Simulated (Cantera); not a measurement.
Charge: 1 mol Si₃N₄, 0.33 mol CO₂, 2.5 mol H₂, equilibrated at 0.00133 bar.

Method: chemical equilibrium by Gibbs-energy minimisation in Cantera with the NASA 1993 tables (ideal gas, pure condensed phases). Candidate condensed phases: C, C₆H₆, C₇H₈, C₈H₁₈, H₂O, Si, SiC, SiO₂, Si₂N₂O, Si₃N₄; 151 gas species. Mutual solubility and eutectic melting of coexisting phases are not modelled. The tables' values for SiN are old estimates; treat these amounts as uncertain. Gases not in the tables: Si₂H₆ and higher silanes. Equilibrium is a limit: real reactors are often held back by kinetics, nucleation or transport.

log p: log10 of the partial pressure in bar; n: condensed amount in mol.

| T (K) | log p H₂ | log p N₂ | log p SiO | log p Si | log p H | log p CO | n C(graphite) | n Si₂N₂O(s) | n Si₃N₄(s) | n SiC(s) | n Si(s) | n Si(l) |
|---|---|---|---|---|---|---|---|---|---|---|---|---|
| 923 | -2.91 | -3.97 | <-14 | <-14 | -11.07 | -12.55 | 0.329 | 0.660 | 0.560 | 0 | 0 | 0 |
| 1023 | -2.91 | -3.97 | <-14 | <-14 | … | … | 0.330 | 0.660 | 0.560 | 0 | 0 | 0 |
| 1123 | -2.91 | -3.97 | -12.98 | <-14 | -8.83 | -9.21 | 0.330 | 0.660 | 0.560 | 0 | 0 | 0 |
| 1223 | -2.95 | -3.70 | -10.85 | -13.85 | -7.99 | -8.22 | 0 | 0.660 | 0.450 | 0.330 | 0 | 0 |
| 1323 | -2.95 | -3.70 | -8.97 | -11.61 | -7.27 | -7.72 | 0 | 0.660 | 0.450 | 0.330 | 0 | 0 |
| 1423 | -2.95 | -3.70 | -7.36 | -9.70 | -6.65 | -7.30 | 0 | 0.660 | 0.450 | 0.330 | 0 | 0 |
| 1523 | -2.95 | -3.70 | -5.97 | -8.03 | -6.11 | -6.92 | 0 | 0.657 | 0.451 | 0.330 | 0 | 0 |
| 1623 | -3.06 | -3.35 | -4.87 | -6.81 | -5.69 | -6.25 | 0 | 0.619 | 0.0592 | 0.328 | 1.22 | 0 |
| 1723 | -3.19 | -3.29 | -3.80 | … | … | … | 0 | 0 | 0 | … | 0 | 2.08 |
| 1823 | -3.20 | -3.29 | -3.82 | -5.35 | -4.96 | -4.74 | 0 | 0 | 0 | 0.258 | 0 | 2.13 |
| 1923 | -3.21 | -3.30 | -3.86 | -4.77 | -4.63 | -4.53 | 0 | 0 | 0 | 0.211 | 0 | 2.17 |
| 2023 | -3.24 | -3.32 | -3.93 | -4.24 | -4.34 | -4.37 | 0 | 0 | 0 | 0.145 | 0 | 2.11 |

Some entries are withheld; supply them.


- 1023, log p H: -9.84
- 1023, log p CO: -10.72
- 1723, log p Si: -6.01
- 1723, log p H: -5.34
- 1723, log p CO: -5.00
- 1723, n SiC(s): 0.291
